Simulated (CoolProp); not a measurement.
Vapour-liquid equilibrium of 1-butene (1) + n-butane (2) at 252.9 K; x and y are mole fractions of (1).

Values from CoolProp's multi-fluid Helmholtz-energy mixture model, Lemmon 2005 and Bücker 2006; pair parameters Bell 2016.

### Question
Give the bubble pressure and the first vapour's composition at x = 0.35, 0.75, 0.85. Is there an azeotrope?

### Answer
x = 0.35: 0.04942 MPa, y = 0.411; x = 0.75: 0.05438 MPa, y = 0.788; x = 0.85: 0.05544 MPa, y = 0.873. No azeotrope shows between x = 0.05 and 0.95.

Pair parameters are fitted to limited data, so mixtures are less certain than the pure fluids.
